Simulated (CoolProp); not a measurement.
1,2-dichloroethane along the isotherm 500 K: Z from the reference equation and from simpler models built on Tc = 561.6 K, pc = 52.26 bar, ω = 0.269; each cubic takes its own stable root.

Values from CoolProp's reference Helmholtz-energy equation of state, Thol 2015.

```
p (bar)   phase  reference
-------  ------  ---------
0.248       gas     0.9976
0.509       gas     0.9950
1.05        gas     0.9897
2.15        gas     0.9788
4.41        gas     0.9557
9.05        gas     0.9051
18.6        gas     0.7808
38.2     liquid     0.1032
78.4     liquid     0.2056
```

Q: How far does each simpler model (van der Waals, Soave-Redlich-Kwong, Peng-Robinson) lie from the reference over these 9 states: mean and median of the absolute difference, and the worst?

A: 
- van der Waals: mean 16.1 %, median 1.1 %, worst +72.2 % at 500 K and 38.2 bar
- Soave-Redlich-Kwong: mean 4.2 %, median 0.1 %, worst +19.8 % at 500 K and 38.2 bar
- Peng-Robinson: mean 1.3 %, median 0.3 %, worst +5.8 % at 500 K and 38.2 bar
